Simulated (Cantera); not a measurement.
Feed: 1 mol TiO₂, 6.4 mol H₂, 3.4 mol H₂O, equilibrated at 1923 K and 0.00133 bar.

Cantera equilibrium calculation (NASA polynomials, part measured and part estimated; ideal gas, pure solids and liquids). The numbers say what is thermodynamically allowed, not how fast it happens.

```json
[
 {"species": "H₂", "before": "0.636", "after": "0.512"},
 {"species": "H₂O", "before": "0.342", "after": "0.321"},
 {"species": "H", "before": "0.0206", "after": "0.144"},
 {"species": "OH", "before": "0.000953", "after": "0.0135"},
 {"species": "TiO₂", "before": "3.75e-5", "after": "0.00535"},
 {"species": "TiO", "before": "7.26e-7", "after": "0.000237"},
 {"species": "O₂", "before": "5.39e-6", "after": "0.000690"},
 {"species": "O", "before": "2.30e-5", "after": "0.00262"},
 {"species": "TiO₂(rutile), mol", "before": "1.000", "after": "0"},
 {"species": "Ti₄O₇(l), mol", "before": "0", "after": "0.235"}
]
```
Gas species are given as mole fractions.

Task: Which change was made?
A. pressure from 0.00133 bar to 0.00380 bar
B. H₂O from 3.4 to 6.9 mol
C. temperature from 1923 K to 2248 K
D. temperature from 1923 K to 1175 K

Result: C, temperature from 1923 K to 2248 K. Condensed phases not in the tables: Magnéli phases beyond Ti₄O₇
